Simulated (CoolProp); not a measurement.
Ethanol along the isobar 2540 kPa: fugacity coefficient from the reference equation and from simpler models built on Tc = 514.7 K, pc = 6268 kPa, ω = 0.644; each cubic takes its own stable root.

Computed with CoolProp (reference Helmholtz-energy equation of state, Schroeder 2014).

```json
[
 {"T (K)": "227.2", "phase": "liquid", "reference": "1.277e-5", "van der Waals": "0.03129", "Redlich-Kwong": "0.0009052", "Soave-Redlich-Kwong": "7.183e-6", "Peng-Robinson": "9.825e-6"},
 {"T (K)": "235.1", "phase": "liquid", "reference": "2.853e-5", "van der Waals": "0.04006", "Redlich-Kwong": "0.001581", "Soave-Redlich-Kwong": "1.761e-5", "Peng-Robinson": "2.327e-5"},
 {"T (K)": "243", "phase": "liquid", "reference": "6.018e-5", "van der Waals": "0.05044", "Redlich-Kwong": "0.002636", "Soave-Redlich-Kwong": "4.029e-5", "Peng-Robinson": "5.160e-5"},
 {"T (K)": "251", "phase": "liquid", "reference": "0.0001215", "van der Waals": "0.06273", "Redlich-Kwong": "0.004241", "Soave-Redlich-Kwong": "8.737e-5", "Peng-Robinson": "0.0001088"},
 {"T (K)": "258.9", "phase": "liquid", "reference": "0.0002321", "van der Waals": "0.07674", "Redlich-Kwong": "0.006536", "Soave-Redlich-Kwong": "0.0001773", "Peng-Robinson": "0.0002152"},
 {"T (K)": "266.8", "phase": "liquid", "reference": "0.0004247", "van der Waals": "0.09272", "Redlich-Kwong": "0.009746", "Soave-Redlich-Kwong": "0.0003419", "Peng-Robinson": "0.0004055"},
 {"T (K)": "274.7", "phase": "liquid", "reference": "0.0007475", "van der Waals": "0.1108", "Redlich-Kwong": "0.01410", "Soave-Redlich-Kwong": "0.0006294", "Peng-Robinson": "0.0007311"},
 {"T (K)": "282.6", "phase": "liquid", "reference": "0.001269", "van der Waals": "0.1310", "Redlich-Kwong": "0.01987", "Soave-Redlich-Kwong": "0.001111", "Peng-Robinson": "0.001266"},
 {"T (K)": "290.6", "phase": "liquid", "reference": "0.002098", "van der Waals": "0.1536", "Redlich-Kwong": "0.02743", "Soave-Redlich-Kwong": "0.001899", "Peng-Robinson": "0.002127"},
 {"T (K)": "298.5", "phase": "liquid", "reference": "0.003344", "van der Waals": "0.1783", "Redlich-Kwong": "0.03687", "Soave-Redlich-Kwong": "0.003111", "Peng-Robinson": "0.003433"},
 {"T (K)": "306.4", "phase": "liquid", "reference": "0.005183", "van der Waals": "0.2053", "Redlich-Kwong": "0.04859", "Soave-Redlich-Kwong": "0.004936", "Peng-Robinson": "0.005371"},
 {"T (K)": "314.3", "phase": "liquid", "reference": "0.007829", "van der Waals": "0.2345", "Redlich-Kwong": "0.06285", "Soave-Redlich-Kwong": "0.007601", "Peng-Robinson": "0.008167"},
 {"T (K)": "322.2", "phase": "liquid", "reference": "0.01154", "van der Waals": "0.2660", "Redlich-Kwong": "0.07995", "Soave-Redlich-Kwong": "0.01139", "Peng-Robinson": "0.01210"},
 {"T (K)": "330.2", "phase": "liquid", "reference": "0.01672", "van der Waals": "0.3003", "Redlich-Kwong": "0.1004", "Soave-Redlich-Kwong": "0.01672", "Peng-Robinson": "0.01758"},
 {"T (K)": "338.1", "phase": "liquid", "reference": "0.02362", "van der Waals": "0.3363", "Redlich-Kwong": "0.1240", "Soave-Redlich-Kwong": "0.02386", "Peng-Robinson": "0.02485"},
 {"T (K)": "346", "phase": "liquid", "reference": "0.03271", "van der Waals": "0.3746", "Redlich-Kwong": "0.1511", "Soave-Redlich-Kwong": "0.03331", "Peng-Robinson": "0.03440"}
]
```
